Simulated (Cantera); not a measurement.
A freely propagating, adiabatic, planar premixed flame of 27.2 % H2, 15.3 % O2, 57.5 % N2, equivalence ratio 0.89, unburnt at 425 K and 0.430 bar; mixture-averaged transport, grid criteria slope 0.08 and curve 0.16, no radiation.

Cantera simulation using the H2/O2 subset of GRI-Mech 3.0, which has no nitrogen chemistry; the numbers are that mechanism's predictions, not measurements. Burning velocities carry a grid error of a few per cent, more on coarse grids.

Predict: laminar burning velocity; thermal thickness; peak x(H); peak x(OH); peak x(H2O2).


```json
{
  "laminar_burning_velocity": "350 cm/s",
  "thermal_thickness": "1.22 mm",
  "peak x(H)": "0.0518",
  "peak x(OH)": "0.0162",
  "peak x(H2O2)": "3.52e-5"
}
```
